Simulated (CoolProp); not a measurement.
n-undecane along the isotherm 506 K: density (kg/m³) from the reference equation and from simpler models built on Tc = 638.8 K, pc = 19.90 bar, ω = 0.539; each cubic takes its own stable root.

Values from CoolProp's reference Helmholtz-energy equation of state, Aleksandrov 2011. It is a short technical equation, of lower accuracy than the large ones.

```tsv
p (bar)	phase	reference	van der Waals	Redlich-Kwong	Soave-Redlich-Kwong	Peng-Robinson
9.95	liquid	566.5	308.3	437.6	479.5	542.9
19.9	liquid	570.1	319.0	447.0	484.9	548.3
29.9	liquid	573.4	327.3	455.2	489.9	553.2
39.8	liquid	576.5	333.9	462.3	494.4	557.8
49.8	liquid	579.4	339.6	468.7	498.7	562.0
59.7	liquid	582.3	344.5	474.5	502.6	566.0
69.7	liquid	585.0	348.9	479.8	506.3	569.7
79.6	liquid	587.5	352.8	484.7	509.7	573.2
89.6	liquid	590.0	356.4	489.3	513.0	576.5
99.5	liquid	592.4	359.6	493.5	516.0	579.6
```
